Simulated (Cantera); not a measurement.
A freely propagating, adiabatic, planar premixed flame of C3H8 : O2 : N2 : H2O = 1 : 6.76 : 25.4 : 4.8 (molar parts), equivalence ratio 0.74, unburnt at 600 K and 0.570 bar; mixture-averaged transport, grid criteria slope 0.08 and curve 0.16, no radiation.

Computed with Cantera and GRI-Mech 3.0 (53 species, 325 reactions). GRI-Mech 3.0 was tuned for natural gas; its chemistry of propane as a main component is partial and can be far from experiment. Burning velocities carry a grid error of a few per cent, more on coarse grids.

### Question
Predict: laminar burning velocity; thermal thickness; peak x(HCO); peak x(CH2).

### Answer
```
Quantity                      Value
------------------------  ---------
laminar burning velocity  96.8 cm/s
thermal thickness          0.667 mm
peak x(HCO)                 3.82e-5
peak x(CH2)                 2.00e-5
```
